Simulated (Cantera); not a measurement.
Charge: 1 mol SiHCl3, 0.54 mol NH3, held at 748.15 K and 100000 Pa.

Equilibrium computed with Cantera from the NASA thermochemical tables; the gas is ideal and each condensed phase is pure. Candidate condensed phases: NH4Cl, Si, Si3N4; 28 gas species. Rates play no part.

Base state: H2 0.483, SiCl4 0.284, HCl 0.223, N2 0.00975, SiHCl3 0.000272, NH3 0.000173 (mole fractions); condensed: Si3N4(s).

Question: What changes in the equilibrium state with this change: temperature from 748.15 K to 1048.15 K?

Answer: 
```tsv
species	before	after
H2	0.483	0.457
SiCl4	0.284	0.269
HCl	0.223	0.266
SiCl3	8.84e-8	0.000220
NH3	0.000173	7.61e-6
SiHCl3	0.000272	0.00474
Si3N4(s), mol	0.124	0.131
```
The tables' values for SiCl3 are old estimates; treat these amounts as uncertain.

Question: What changes in the equilibrium state with this change: SiHCl3 replaced by trisilylamine?

Answer: 
| species | before | after |
|---|---|---|
| H2 | 0.483 | 1.00 |
| SiCl4 | 0.284 | 0 |
| HCl | 0.223 | 0 |
| N2 | 0.00975 | <1e-9 |
| SiHCl3 | 0.000272 | 0 |
| NH3 | 0.000173 | <1e-9 |
| Si3N4(s), mol | 0.124 | 0.385 |
| Si(s), mol | 0 | 1.84 |
The feed counts by its element totals alone.

Question: What changes in the equilibrium state with this change: NH3 from 0.54 to 0.15 mol?

Answer: 
| species | before | after |
|---|---|---|
| H2 | 0.483 | 0.441 |
| SiCl4 | 0.284 | 0.428 |
| SiHCl3 | 0.000272 | 0.127 |
| HCl | 0.223 | 0.000652 |
| N2 | 0.00975 | <1e-9 |
| NH3 | 0.000173 | <1e-9 |
| Si3N4(s), mol | 0.124 | 0.0375 |
| Si(s), mol | 0 | 0.0902 |
The tables' values for SiCl3 are old estimates; treat these amounts as uncertain.
